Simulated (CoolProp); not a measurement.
A single-stage vapour-compression cycle with CH3F (R41): evaporating at 262.15 K (dew point), condensing at 288.15 K (bubble point), superheat 0 K, subcooling 0 K, compressor efficiency 0.9, no pressure losses. Each further row changes one setting.

Model: reference Helmholtz-energy equation of state, Lemmon 2006, in CoolProp. It is a short technical equation, of lower accuracy than the large ones.

```json
[
 {"case": "as stated", "cooling COP": "7.20", "pressure ratio": "2.01", "discharge temperature (K)": "311.3", "refrigerating effect (kJ/kg)": "295", "volumetric capacity (kJ/m³)": "8940"},
 {"case": "evaporating temperature 267.15 K", "cooling COP": "___", "pressure ratio": "1.74", "discharge temperature (K)": "306.2", "refrigerating effect (kJ/kg)": "294", "volumetric capacity (kJ/m³)": "10400"},
 {"case": "condensing temperature 283.15 K", "cooling COP": "___", "pressure ratio": "1.77", "discharge temperature (K)": "301.9", "refrigerating effect (kJ/kg)": "309", "volumetric capacity (kJ/m³)": "___"},
 {"case": "subcooling 5 K", "cooling COP": "7.56", "pressure ratio": "2.01", "discharge temperature (K)": "311.3", "refrigerating effect (kJ/kg)": "___", "volumetric capacity (kJ/m³)": "9390"},
 {"case": "superheat 10 K", "cooling COP": "7.02", "pressure ratio": "2.01", "discharge temperature (K)": "323.5", "refrigerating effect (kJ/kg)": "___", "volumetric capacity (kJ/m³)": "8730"},
 {"case": "compressor efficiency 0.8", "cooling COP": "___", "pressure ratio": "2.01", "discharge temperature (K)": "___", "refrigerating effect (kJ/kg)": "295", "volumetric capacity (kJ/m³)": "8940"}
]
```

**Question.** Complete the blanks.

**Answer.** 
- evaporating temperature 267.15 K, cooling COP: 9.29
- condensing temperature 283.15 K, cooling COP: 9.32
- condensing temperature 283.15 K, volumetric capacity (kJ/m³): 9370
- subcooling 5 K, refrigerating effect (kJ/kg): 310
- superheat 10 K, refrigerating effect (kJ/kg): 313
- compressor efficiency 0.8, cooling COP: 6.40
- compressor efficiency 0.8, discharge temperature (K): 314.0
